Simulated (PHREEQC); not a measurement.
A column of 0.2 m (40 cells, dispersivity 0.007 m, 300 s a shift, diffusion coefficient 3e-10 m²/s) holds 0.017 eq of the database's cation exchanger X per kg of pore water, first in equilibrium with 0.008 mol MgSO4, 0.0013 mol KCl and 1e-05 mol HCl per kg of water. It is flushed with 0.04 mol/kgw NaCl, 0.00059 mol/kgw KBr, 0.00092 mol/kgw CuCl2 and 1e-05 mol/kgw HCl, at 25 °C. Values are for the last cell. No CO2 enters from the air. No solid was allowed to form.

All values are PHREEQC results (ion-association model, phreeqc.dat), not measurements.

```
pore volumes  Na in solution (mol/kgw)  Br in solution (mol/kgw)  Cu in solution (mol/kgw)  S in solution (mol/kgw)  Cl in solution (mol/kgw)  NaX on the exchanger (mol/kgw)
------------  ------------------------  ------------------------  ------------------------  -----------------------  ------------------------  ------------------------------
0                                    0                         0                         0                  0.00800                   0.00131                               0
0.2125                               0                         0                         0                  0.00800                   0.00131                               0
0.5125                               ?                   3.96e-6                  1.01e-10                  0.00795                   0.00158                         9.54e-6
0.8125                         0.00595                  0.000150                         ?                  0.00596                    0.0116                        0.000601
1.012                           0.0161                  0.000337                   2.48e-6                  0.00343                    0.0245                         0.00160
1.212                           0.0255                  0.000476                   6.82e-6                  0.00155                    0.0340                         0.00270
1.512                           0.0334                         ?                   1.39e-5                 0.000347                    0.0401                         0.00410
1.812                           0.0367                  0.000585                   2.07e-5                  6.21e-5                    0.0415                               ?
2.013                           0.0377                  0.000589                   2.59e-5                  1.82e-5                    0.0418                               ?
2.212                           0.0384                  0.000590                         ?                  5.13e-6                    0.0418                         0.00612
2.513                           0.0390                  0.000590                   4.39e-5                  7.23e-7                    0.0418                               ?
2.812                           0.0393                  0.000590                   6.03e-5                  9.70e-8                    0.0418                         0.00700
3.013                           0.0395                  0.000590                   7.45e-5                  2.49e-8                    0.0418                         0.00719
```

**Question.** Complete the blanks.

**Answer.** 
- 0.5125, Na in solution (mol/kgw): 8.75e-5
- 0.8125, Cu in solution (mol/kgw): 3.14e-7
- 1.512, Br in solution (mol/kgw): 0.000564
- 1.812, NaX on the exchanger (mol/kgw): 0.00515
- 2.013, NaX on the exchanger (mol/kgw): 0.00568
- 2.212, Cu in solution (mol/kgw): 3.20e-5
- 2.513, NaX on the exchanger (mol/kgw): 0.00662

Species that the database lacks are ignored.
